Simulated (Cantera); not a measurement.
A perfectly stirred reactor is fed with 19.2 % CH₄, 80.8 % CO₂, at 0.0987 atm; it is held at 1623 K, and followed from long to short residence time.

Cantera simulation using GRI-Mech 3.0 (53 species, 325 reactions); the numbers are that mechanism's predictions, not measurements.

One state of this run: x CH₄ = 0.186; x CO₂ = 0.804; x C₂H₂ = 0.000610; x C₂H₄ = 0.00154; x H₂ = 0.00515; x O = 2.01e-11. x: mole fraction; the columns are a selection and need not sum to one.

Q: Which value of τ (s) does it belong to?
A. 0.0013
B. 0.52
C. 0.0031
D. 0.0072

A: D, 0.0072
